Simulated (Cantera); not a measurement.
# Adiabatic ignition

An adiabatic, constant-volume homogeneous reactor starts with 1.67 % C3H8, 7.58 % O2, 90.8 % N2, at 1350 K and 21.0 bar.

Cantera simulation using GRI-Mech 3.0 (53 species, 325 reactions); the numbers are that mechanism's predictions, not measurements. GRI-Mech 3.0 was tuned for natural gas; its chemistry of propane as a main component is partial and can be far from experiment. The pressure lies above the range GRI-Mech 3.0 was tuned for (to about 10 atm).

```csv
t (s),T (K),P (bar),x C3H8,x O2,x CH2CO,x CO2,x OH
3.00e-6,1350,21.0,0.0166,0.0758,1.68e-9,3.80e-9,1.05e-7
8.50e-6,1350,21.0,0.0165,0.0757,7.13e-8,1.08e-7,3.24e-7
2.41e-5,1350,21.0,0.0161,0.0755,1.33e-6,7.76e-7,3.68e-7
6.82e-5,1352,21.1,0.0147,0.0749,1.67e-5,3.53e-6,5.67e-7
0.000193,2335,37.3,<1e-12,0.000961,<1e-12,0.0353,0.00120
0.000547,2361,37.6,<1e-12,7.74e-5,<1e-12,0.0371,0.000401
0.00155,2361,37.6,<1e-12,7.63e-5,<1e-12,0.0371,0.000399
0.00439,2359,37.6,<1e-12,7.42e-5,<1e-12,0.0370,0.000395
0.0124,2358,37.6,<1e-12,7.21e-5,<1e-12,0.0369,0.000390
0.0352,2358,37.6,<1e-12,7.18e-5,<1e-12,0.0369,0.000390
0.0997,2358,37.6,<1e-12,7.18e-5,<1e-12,0.0369,0.000390
0.282,2358,37.6,<1e-12,7.18e-5,<1e-12,0.0369,0.000390
0.800,2358,37.6,<1e-12,7.18e-5,<1e-12,0.0369,0.000390
```
x: mole fraction; the columns are a selection and need not sum to one.

The time of steepest temperature rise is 0.179 ms and the temperature at 0.800 s is 2358 K. The equilibrium temperature is 2358 K, the x(C3H8) at 0.800 s comes out as <1e-12 (gas-phase equilibrium <1e-12) and the x(O2) at 0.800 s is 7.18e-5 (gas-phase equilibrium 7.18e-5). The x(CH2CO) at 0.800 s is <1e-12 (gas-phase equilibrium <1e-12).
